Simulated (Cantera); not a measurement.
Mixture: 12.6 % CH4, 15.8 % O2, 59.4 % N2, 11.3 % CO2, 0.872 % H2, at 750 Torr, adiabatic and at constant pressure. Ignition delay is the time to a rise of 400 K.

Cantera simulation using GRI-Mech 3.0 (53 species, 325 reactions); the numbers are that mechanism's predictions, not measurements.

**Question.** Predict: delay at 1150 K; delay at 1300 K; delay at 1450 K; delay at 1600 K; apparent activation energy between 1525 and 1675 K.

**Answer.** 
| Property | Value |
|---|---|
| delay at 1150 K | 65.2 ms |
| delay at 1300 K | 11.0 ms |
| delay at 1450 K | 2.11 ms |
| delay at 1600 K | 0.513 ms |
| apparent activation energy between 1525 and 1675 K | 180 kJ/mol |
